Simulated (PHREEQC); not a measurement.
Dissolve 20 mmol/kgw CuSO4, 9.4 mmol/kgw HCl and 1.3 mmol/kgw NaCl at 20 °C. Closed to the air; pH follows from the charge balance.

The numbers come from PHREEQC with the ion-association model, phreeqc.dat.

**Question.** The ionic strength comes out as 0.0604 mol/kgw. What activity coefficients do H+, Cl-, NaSO4-, Cu+2, Na+ get?

**Answer.** H+ 0.85, Cl- 0.80, NaSO4- 0.82, Cu+2 0.46, Na+ 0.81.

Precipitation was switched off in this run.
